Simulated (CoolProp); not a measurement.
Vapour-liquid equilibrium of hydrogen chloride (1) + propane (2) at 224.9 K; x and y are mole fractions of (1).

The numbers come from the multi-fluid Helmholtz-energy mixture model, Thol 2018 and Lemmon 2009; pair parameters Bell 2016 in CoolProp.

Q: Give the bubble pressure and the first vapour's composition at x = 0.2, 0.35, 0.8. Is there an azeotrope?

A: x = 0.2: 2.979 bar, y = 0.771; x = 0.35: 3.915 bar, y = 0.842; x = 0.8: 5.144 bar, y = 0.924. No azeotrope shows between x = 0.05 and 0.95.

The pair parameters rest on a limited set of measurements; away from them the model extrapolates. With so large a gap from Raoult's law the liquid may split in two, which this calculation doesn't test in full.
